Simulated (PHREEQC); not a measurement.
Dissolve 0.59 mol/kgw HF, 0.0049 mol/kgw KF, 3.3e-07 mol/kgw H4SiO4 and 0.014 mol/kgw H3PO4 at 87 °C. Closed to the air; pH follows from the charge balance.

Equilibrium calculation in PHREEQC: ion-association model, phreeqc.dat.

Precipitation was switched off in this run.

Problem. What pH does the model give?

Solution. pH 1.74.

Problem. In which forms is P present?

Solution. H3PO4 81 %, H2PO4- 19 % of the P.

Away from 25 °C the constants follow the database's enthalpies or fits; those with neither stay at their 25 °C values. SiF6-2 is the database's only silicon fluoride.
